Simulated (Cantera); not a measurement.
Predominance diagram of Sr at 1502 °C against the partial pressures of O₂ and Cl₂ (log10, bar). Cantera with NASA thermochemical tables; ideal gases at 1 bar, condensed phases pure. Candidates: Sr(l), SrCl₂(l), SrO(s). Only these pure phases compete in this equilibrium. Not in the tables: the peroxide, oxide halides.

```
log p(Cl₂) \ log p(O₂)
        columns: -9, -8.6, -8.2, -7.8, -7.4, -7, -6.7, -6.3, -5.9, -5.5, -5.1, -4.7, -4.3, -3.9, -3.5, -3.1, -2.7, -2.3, -2, -1.6, -1.2, -0.8, -0.4, 0
      0  A A A A A A A A A A A A A A A A A A A A A A A A
   -1.6  A A A A A A A A A A A A A A A A A A A A A A A A
   -3.2  A A A A A A A A A A A A A A A A A A A A A A A A
   -4.8  A A A A A A A A A A A A A A A A A A A A A A A A
   -6.3  A A A A A A A A A A A A A A A A B B B B B B B B
   -7.9  A A A A A A A A B B B B B B B B B B B B B B B B
   -9.5  B B B B B B B B B B B B B B B B B B B B B B B B
  -11.1  B B B B B B B B B B B B B B B B B B B B B B B B
  -12.7  B B B B B B B B B B B B B B B B B B B B B B B B
  -14.2  B B B B B B B B B B B B B B B B B B B B B B B B
  -15.8  B B B B B B B B B B B B B B B B B B B B B B B B
  -17.4  B B B B B B B B B B B B B B B B B B B B B B B B
    -19  B B B B B B B B B B B B B B B B B B B B B B B B
```

A: SrCl₂(l); B: SrO(s).
